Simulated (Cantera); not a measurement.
An adiabatic, constant-pressure homogeneous reactor starts with CH4 : H2 : O2 : N2 = 1 : 0.051 : 2.3 : 8.65 (molar parts), equivalence ratio 0.88, at 1200 K and 7130 Torr. Integrator tolerance rtol = 1e-08.

Model: GRI-Mech 3.0 (53 species, 325 reactions), integrated in Cantera.

**Question.** What does this change do: pressure from 7130 Torr to 390 Torr?

**Answer.** 
| quantity | before | after |
|---|---|---|
| time of steepest temperature rise | 2.49 ms | 41.4 ms |
| temperature at 2.00 s | 2682 K | 2541 K |
| equilibrium temperature | 2682 K | 2541 K |
| x(CH4) at 2.00 s | <1e-12 (gas-phase equilibrium <1e-12) | <1e-12 (gas-phase equilibrium <1e-12) |
| x(H2) at 2.00 s | 0.00458 (gas-phase equilibrium 0.00458) | 0.00885 (gas-phase equilibrium 0.00885) |
| x(O2) at 2.00 s | 0.0235 (gas-phase equilibrium 0.0235) | 0.0289 (gas-phase equilibrium 0.0289) |
| x(CH3) at 2.00 s | <1e-12 (gas-phase equilibrium <1e-12) | <1e-12 (gas-phase equilibrium <1e-12) |
| x(C2H) at 2.00 s | <1e-12 (gas-phase equilibrium <1e-12) | <1e-12 (gas-phase equilibrium <1e-12) |
| x(H2O) at 2.00 s | 0.159 (gas-phase equilibrium 0.159) | 0.149 (gas-phase equilibrium 0.149) |
| x(CH2CO) at 2.00 s | <1e-12 (gas-phase equilibrium <1e-12) | <1e-12 (gas-phase equilibrium <1e-12) |

**Question.** What does this change do: initial temperature 1200 to 1425 K?

**Answer.** 
```json
[
 {"quantity": "time of steepest temperature rise", "before": "2.49 ms", "after": "0.289 ms"},
 {"quantity": "temperature at 2.00 s", "before": "2682 K", "after": "2799 K"},
 {"quantity": "equilibrium temperature", "before": "2682 K", "after": "2799 K"},
 {"quantity": "x(CH4) at 2.00 s", "before": "<1e-12 (gas-phase equilibrium <1e-12)", "after": "<1e-12 (gas-phase equilibrium <1e-12)"},
 {"quantity": "x(H2) at 2.00 s", "before": "0.00458 (gas-phase equilibrium 0.00458)", "after": "0.00683 (gas-phase equilibrium 0.00683)"},
 {"quantity": "x(O2) at 2.00 s", "before": "0.0235 (gas-phase equilibrium 0.0235)", "after": "0.0252 (gas-phase equilibrium 0.0252)"},
 {"quantity": "x(CH3) at 2.00 s", "before": "<1e-12 (gas-phase equilibrium <1e-12)", "after": "<1e-12 (gas-phase equilibrium <1e-12)"},
 {"quantity": "x(C2H) at 2.00 s", "before": "<1e-12 (gas-phase equilibrium <1e-12)", "after": "<1e-12 (gas-phase equilibrium <1e-12)"},
 {"quantity": "x(H2O) at 2.00 s", "before": "0.159 (gas-phase equilibrium 0.159)", "after": "0.153 (gas-phase equilibrium 0.153)"},
 {"quantity": "x(CH2CO) at 2.00 s", "before": "<1e-12 (gas-phase equilibrium <1e-12)", "after": "<1e-12 (gas-phase equilibrium <1e-12)"}
]
```
